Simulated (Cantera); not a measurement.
# Thermodynamics of calcination and drying, feed MgSO₄ + CO₂ + H₂O

A closed system holds: 1 mol MgSO₄, 6.4 mol CO₂, 0.013 mol H₂O, held at 1873.15 K and 24.0 mbar.

These are equilibrium values from Cantera (NASA tables, ideal gas, pure condensed phases), not measurements of a reactor. Candidate condensed phases: C, C₆H₆, C₇H₈, C₈H₁₈, H₂O, H₂SO₄, Mg, MgCO₃, MgO, Mg(OH)₂, MgS, MgSO₄, S; 130 gas species. The numbers say what is thermodynamically allowed, not how fast it happens.

```json
{
  "x(CO₂)": "0.797",
  "x(SO₂)": "0.126",
  "x(O₂)": "0.0669",
  "x(CO)": "0.00847",
  "x(H₂O)": "0.00150",
  "x(O)": "0.000395",
  "x(OH)": "0.000247",
  "x(SO)": "0.000136",
  "x(SO₃)": "4.14e-5",
  "n(MgO(s))": "1.000 mol",
  "gas_amount": "7.949 mol",
  "log10 activity of S(l) (absent)": "-7.51",
  "log10 activity of Mg(l) (absent)": "-9.55",
  "log10 activity of C(graphite) (absent)": "-9.98"
}
```
